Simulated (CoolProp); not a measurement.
Vapour-liquid equilibrium of n-hexane (1) + toluene (2) at 296.5 K; x and y are mole fractions of (1).

Values from CoolProp's multi-fluid Helmholtz-energy mixture model, Thol 2019 and Lemmon 2006; pair parameters Bell 2016.

| x | bubble pressure, mixture model (bar) | bubble pressure, Raoult's law (bar) | y, mixture model | y, Raoult's law |
|---|---|---|---|---|
| 0.05 | 0.04836 | 0.04251 | 0.313 | 0.221 |
| 0.15 | 0.07097 | 0.05778 | 0.575 | 0.487 |
| 0.25 | 0.08935 | 0.07305 | 0.695 | 0.642 |
| 0.35 | 0.1050 | 0.08833 | 0.767 | 0.743 |
| 0.45 | 0.1188 | 0.1036 | 0.818 | 0.815 |
| 0.55 | 0.1316 | 0.1189 | 0.858 | 0.868 |
| 0.65 | 0.1439 | 0.1342 | 0.893 | 0.909 |
| 0.75 | 0.1560 | 0.1494 | 0.925 | 0.942 |
| 0.85 | 0.1683 | 0.1647 | 0.955 | 0.968 |
| 0.95 | 0.1811 | 0.1800 | 0.985 | 0.990 |

The largest gap from Raoult's law is +22.8 % in bubble pressure, at x = 0.15. No azeotrope shows between x = 0.05 and 0.95.

Pair parameters are fitted to limited data, so mixtures are less certain than the pure fluids.
